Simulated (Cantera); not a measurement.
A perfectly stirred reactor is fed with NO : N2 = 1 : 0.32 (molar parts), at 20.0 Torr; it is held at 2073 K, and followed from long to short residence time.

Detailed kinetics in Cantera: GRI-Mech 3.0 (53 species, 325 reactions). Radical loss at walls, strong at low pressure, is not modelled.

Problem. What does this change do: temperature 2073 to 1725 K?

Solution. 
| quantity | before | after |
|---|---|---|
| x(NO) at τ = 0.510 s | 0.669 | 0.756 |
| x(N2O) at τ = 0.510 s | 0.000141 | 0.000165 |
| x(N2) at τ = 0.510 s | 0.286 | 0.243 |
| x(NO2) at τ = 0.510 s | 7.33e-5 | 4.88e-5 |
| x(O) at τ = 0.510 s | 0.00179 | 4.15e-5 |
| x(NO) at τ = 41.0 ms | 0.752 | 0.757 |
| x(N2O) at τ = 41.0 ms | 0.000188 | 5.36e-5 |
| x(N2) at τ = 41.0 ms | 0.245 | 0.242 |
| x(NO2) at τ = 41.0 ms | 2.95e-5 | 2.45e-5 |
| x(O) at τ = 41.0 ms | 0.000818 | 2.51e-5 |

Problem. What does this change do: N2 0.32 to 0.82 parts?

Solution. 
| quantity | before | after |
|---|---|---|
| x(NO) at τ = 0.510 s | 0.669 | 0.498 |
| x(N2O) at τ = 0.510 s | 0.000141 | 8.45e-5 |
| x(N2) at τ = 0.510 s | 0.286 | 0.476 |
| x(NO2) at τ = 0.510 s | 7.33e-5 | 4.25e-5 |
| x(O) at τ = 0.510 s | 0.00179 | 0.00140 |
| x(NO) at τ = 41.0 ms | 0.752 | 0.547 |
| x(N2O) at τ = 41.0 ms | 0.000188 | 0.000104 |
| x(N2) at τ = 41.0 ms | 0.245 | 0.452 |
| x(NO2) at τ = 41.0 ms | 2.95e-5 | 1.68e-5 |
| x(O) at τ = 41.0 ms | 0.000818 | 0.000582 |

Problem. What does this change do: pressure from 20.0 Torr to 750 Torr?

Solution. 
```
quantity                 before     after
---------------------  --------  --------
x(NO) at τ = 0.510 s      0.669     0.289
x(N2O) at τ = 0.510 s  0.000141   3.65e-5
x(N2) at τ = 0.510 s      0.286     0.476
x(NO2) at τ = 0.510 s   7.33e-5  0.000469
x(O) at τ = 0.510 s     0.00179  0.000568
x(NO) at τ = 41.0 ms      0.752     0.658
x(N2O) at τ = 41.0 ms  0.000188  0.000201
x(N2) at τ = 41.0 ms      0.245     0.292
x(NO2) at τ = 41.0 ms   2.95e-5  0.000530
x(O) at τ = 41.0 ms    0.000818  0.000294
```
